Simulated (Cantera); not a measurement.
An adiabatic, constant-volume homogeneous reactor starts with CH4 : H2 : O2 : N2 = 1 : 0.23 : 1.18 : 4.42 (molar parts), equivalence ratio 1.8, at 1523 K and 5.00 bar. Integrator tolerance rtol = 1e-08.

Detailed kinetics in Cantera: GRI-Mech 3.0 (53 species, 325 reactions).

Problem. What does this change do: pressure from 5.00 bar to 1.01 bar?

Solution. 
| quantity | before | after |
|---|---|---|
| time of steepest temperature rise | 0.135 ms | 0.462 ms |
| temperature at 0.100 s | 2954 K | 2853 K |
| equilibrium temperature | 2954 K | 2853 K |
| x(CH4) at 0.100 s | 1.26e-10 (gas-phase equilibrium 1.43e-10) | 6.33e-12 (gas-phase equilibrium 7.23e-12) |
| x(H2) at 0.100 s | 0.128 (gas-phase equilibrium 0.128) | 0.125 (gas-phase equilibrium 0.125) |
| x(O2) at 0.100 s | 0.000187 (gas-phase equilibrium 0.000187) | 0.000444 (gas-phase equilibrium 0.000444) |
| x(H) at 0.100 s | 0.0148 (gas-phase equilibrium 0.0148) | 0.0238 (gas-phase equilibrium 0.0238) |
| x(CH3) at 0.100 s | 2.34e-10 (gas-phase equilibrium 2.65e-10) | 1.97e-11 (gas-phase equilibrium 2.25e-11) |
| x(C2H2) at 0.100 s | <1e-12 (gas-phase equilibrium <1e-12) | <1e-12 (gas-phase equilibrium <1e-12) |
| x(H2O) at 0.100 s | 0.150 (gas-phase equilibrium 0.150) | 0.145 (gas-phase equilibrium 0.145) |
